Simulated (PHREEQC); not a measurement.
3.6 g of hydrous ferric oxide (600 m²/g; 0.2 weak and 0.005 strong sites per Fe, Dzombak-Morel constants, diffuse double layer) in 1 kg of water with 0.01 mol/kgw of an inert sodium salt and 0.0002 mol/kgw Na2SO4, 0.0035 mol/kgw CuCl2 and 0.0012 mol/kgw MgCl2, at 25 °C; the pH is set by adding NaOH or the inert anion's acid. Oxygen alone is held at its pressure in air (log pO2 = -0.68). The system is closed to CO2. No solid was allowed to form.

Model: ion-association model, wateq4f.dat, run in PHREEQC.

Q: Predict Cu sorbed (%), surface charge σ (C/m²) at pH = 4.38, 5.88.

A: 
```json
[
 {"pH": "4.38", "Cu sorbed (%)": "26.2", "surface charge σ (C/m²)": "0.214"},
 {"pH": "5.88", "Cu sorbed (%)": "96.8", "surface charge σ (C/m²)": "0.121"}
]
```

Along this series the solution becomes supersaturated in solids that the run did not let form, among them Cu(OH)2, Brochantite, Atacamite. Complexes and solids missing from the database can't appear. The database's constant for dissolved Cu(OH)2 is higher than later reviews accept.
